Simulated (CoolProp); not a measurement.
Vapour-liquid equilibrium of R22 (1) + R134a (2) at 338.4 K; x and y are mole fractions of (1).

Values from CoolProp's multi-fluid Helmholtz-energy mixture model, Kamei 1995 and Tillner-Roth 1994; pair parameters Bell 2016.

Problem. Give the bubble pressure and the first vapour's composition at x = 0.05, 0.2, 0.5. Is there an azeotrope?

Solution. x = 0.05: 1.951 MPa, y = 0.065; x = 0.2: 2.093 MPa, y = 0.243; x = 0.5: 2.351 MPa, y = 0.552. No azeotrope shows between x = 0.05 and 0.95.

The pair parameters rest on a limited set of measurements; away from them the model extrapolates.
